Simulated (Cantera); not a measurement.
Charge: 1 mol Si₃N₄, 0.0034 mol H₂O, 23 mol N₂, at 1625 K and 7.90 mbar.

Cantera equilibrium calculation (NASA polynomials, part measured and part estimated; ideal gas, pure solids and liquids). Candidate condensed phases: H₂O, Si, SiO₂, Si₂N₂O, Si₃N₄; 35 gas species. The numbers say what is thermodynamically allowed, not how fast it happens.

Base state: N₂ 1.000, SiO 0.000148, H₂ 0.000143 (mole fractions); condensed: Si₃N₄(s).

Problem. What changes in the equilibrium state with this change: temperature from 1625 K to 1100 K?

Solution. 
| species | before | after |
|---|---|---|
| N₂ | 1.000 | 1.000 |
| H₂ | 0.000143 | 0.000148 |
| SiO | 0.000148 | <1e-9 |
| Si₃N₄(s), mol | 0.999 | 0.998 |
| Si₂N₂O(s), mol | 0 | 0.00340 |
Mutual solubility and eutectic melting of coexisting phases are not modelled.

Problem. What changes in the equilibrium state with this change: temperature from 1625 K to 1373.15 K?

Solution. 
| species | before | after |
|---|---|---|
| N₂ | 1.000 | 1.000 |
| H₂ | 0.000143 | 0.000148 |
| SiO | 0.000148 | 2.74e-7 |
| Si₃N₄(s), mol | 0.999 | 0.998 |
| Si₂N₂O(s), mol | 0 | 0.00339 |
Mutual solubility and eutectic melting of coexisting phases are not modelled.
